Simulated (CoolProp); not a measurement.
Oxygen at 298.15 K and 3.6 MPa flows at 0.68 m/s in a round tube of 100 mm bore and 45 µm roughness, fully developed (64/Re and Nu = 3.66 if laminar; Colebrook and Gnielinski if turbulent). Each further row changes one setting.

The numbers come from the reference Helmholtz-energy equation of state, Schmidt 1985 in CoolProp.

```
case               Reynolds number  Darcy friction factor  pressure drop (Pa/m)  heat-transfer coefficient (W/(m² K))  mass flow (kg/h)
-----------------  ---------------  ---------------------  --------------------  ------------------------------------  ----------------
as stated                      ___                 0.0191                  2.10                                  84.2               ___
velocity 1.36 m/s           303000                    ___                  7.86                                   158               ___
diameter 200 mm             303000                 0.0164                 0.902                                  71.9              3650
```

### Question
Fill in the missing entries.

### Answer

- as stated, Reynolds number: 151000
- as stated, mass flow (kg/h): 913
- velocity 1.36 m/s, Darcy friction factor: 0.0179
- velocity 1.36 m/s, mass flow (kg/h): 1830

Viscosity comes from a separate model (Lemmon 2004). Thermal conductivity comes from a separate model (Lemmon 2004).
